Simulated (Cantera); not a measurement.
Source: NASA polynomial tables (part measured, part estimated), evaluated in Cantera. Values are per mole of reaction as written; species without (g) are pure solids or liquids, kept so even where they would boil at 1 bar.

a) 4 Li + O2(g) ⇌ 2 Li2O
b) Nb + O2(g) ⇌ NbO2
c) 2 Pb + O2(g) ⇌ 2 PbO(g)
d) 0.6667 Cr + O2(g) ⇌ 0.6667 CrO3(g)
e) 2 Ti + O2(g) ⇌ 2 TiO(g)
f) V + O2(g) ⇌ VO2(g)

Q: Order these by ΔG° at 898 K, most negative first.

A: a (-961 kJ), b (-631 kJ), f (-257 kJ), d (-155 kJ), e (-65 kJ), c (22 kJ)
